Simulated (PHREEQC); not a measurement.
PHREEQC input (ion-association model, phreeqc.dat):

```
SOLUTION_SPECIES
  CO3-2 + 10 H+ + 8 e- = CH4 + 3 H2O  # shut off: no methane
    -log_k -100
    -delta_h 0
    -analytic -100
SOLUTION 1
  temp 25
  units mol/kgw
  pH 7 charge
  C(4) 0.045
  Na 0.045
END
SELECTED_OUTPUT 1
  -reset false
  -pH true
  -pe true
  -ionic_strength true
  -water true
  -totals C Na C(-4) C(4) Hdg
  -molalities H+ Na+ CO3-2 OH- HCO3- CO2 (CO2)2 NaOH NaCO3- NaHCO3
USER_PUNCH 1
  -headings p_Hdg(g) phi_Hdg(g) p_H2O(g) phi_H2O(g) density
  10 PUNCH PR_P("Hdg(g)"), PR_PHI("Hdg(g)"), PR_P("H2O(g)"), PR_PHI("H2O(g)"), RHO
PRINT
  -reset false
USE solution 1
REACTION_TEMPERATURE 1
  25
GAS_PHASE 1
  -fixed_pressure
  -pressure 2
  -temperature 25
  -volume 20
  Hdg(g) 2
  H2O(g) 0
END
# ... the last block is repeated for the other 12 points of P (atm)
```

Selected output (columns that matter, 13 of 13 rows; P (atm) added in front):

```
P (atm)	pH	mu	C	Na	Hdg	m_H+	m_Na+	m_OH-	m_HCO3-	p_Hdg(g)	phi_Hdg(g)	p_H2O(g)	phi_H2O(g)	density
2	8.1076	0.044554	0.045021	0.045021	0.0015427	9.093e-09	0.044109	1.5819e-06	0.04304	1.9683	1.0005	0.031668	0.9913	0.99977
5	8.1061	0.044552	0.045021	0.045021	0.0038831	9.1232e-09	0.044107	1.5807e-06	0.043038	4.9679	1.0013	0.03212	0.9795	0.99984
10	8.1037	0.044549	0.045022	0.045022	0.0077555	9.1736e-09	0.044104	1.5788e-06	0.043035	9.9671	1.0026	0.03288	0.96032	0.99996
20	8.0989	0.044544	0.045023	0.045023	0.015397	9.2752e-09	0.044099	1.5751e-06	0.043029	19.966	1.0054	0.034431	0.92373	1.0002
30	8.0941	0.044539	0.045024	0.045024	0.022903	9.3775e-09	0.044093	1.5713e-06	0.043024	29.964	1.0082	0.036022	0.88934	1.0005
40	8.0893	0.044533	0.045025	0.045025	0.030279	9.4805e-09	0.044088	1.5675e-06	0.043018	39.962	1.0111	0.037653	0.857	1.0007
50	8.0846	0.044528	0.045026	0.045026	0.037527	9.5844e-09	0.044082	1.5638e-06	0.043012	49.961	1.0142	0.039323	0.82656	1.001
75	8.0727	0.044514	0.045028	0.045028	0.055112	9.8474e-09	0.044068	1.5545e-06	0.042998	74.956	1.0221	0.043664	0.75795	1.0016
100	8.061	0.044499	0.045031	0.045031	0.071974	1.0115e-08	0.044053	1.5453e-06	0.042983	99.952	1.0306	0.048233	0.69864	1.0023
150	8.0378	0.044468	0.045036	0.045036	0.1037	1.0666e-08	0.044022	1.5272e-06	0.042952	149.94	1.0492	0.058004	0.60224	1.0036
200	8.0149	0.044435	0.045042	0.045042	0.13303	1.1237e-08	0.043988	1.5095e-06	0.04292	199.93	1.0698	0.068533	0.52832	1.0051
300	7.9704	0.04436	0.045053	0.045053	0.18543	1.2442e-08	0.043914	1.4749e-06	0.042849	299.91	1.1164	0.091457	0.42518	1.008
400	7.9271	0.044273	0.045065	0.045065	0.23074	1.3734e-08	0.043828	1.4417e-06	0.04277	399.88	1.1698	0.11624	0.35912	1.011
```
